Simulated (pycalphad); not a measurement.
All values are pycalphad results on the COST 507 light-alloy database (1999) (1 atm), not direct measurements. The data set is of 1999 and partly superseded. The system is extrapolated from its subsystems; higher-order compounds may be missing. Phase fractions are per mole of atoms. Diffusion is slow at the low end, where real alloys seldom reach equilibrium.

Q: Give the equilibrium state of Ti-0.25Fe-1.93Si-0.62Mn (at.%) at 857 °C.

A: 
```
T = 1130.00 K, P = 101325 Pa, N = 1 mol of atoms
G = -57639 J/mol, H = 25287 J/mol, S = 73.39 J/(mol K)  (SER reference)
chemical potentials (J/mol): Ti -53653, Fe -140176, Si -232851, Mn -103877
phase             fraction      x(Ti)      x(Fe)      x(Si)      x(Mn)
BCC_A2              0.9686     0.9792     0.0026     0.0118     0.0064
SITI3               0.0314     0.7500       none     0.2500       none
```

Q: Give the equilibrium state of Ti-0.25Fe-1.93Si-0.62Mn (at.%) at 297 °C.

A: hcp, fraction 0.920, with <0.01 Fe, 0.27 Si, 0.03 Mn at.%; SITI3, fraction 0.067, with no Fe, 25.0 Si, no Mn at.%; LAVES_C14, fraction 0.013, with 19.1 Fe, no Si, 45.5 Mn at.%.

Database names, with the compositions (at.%) that they take in these runs: SITI3: Ti 75 Si 25; LAVES_C14: Mn 39-46 Ti 35-40 Fe 19-21. BCC_A2 is bcc. An entry "none" or "no" means that the model of the phase leaves that element out.
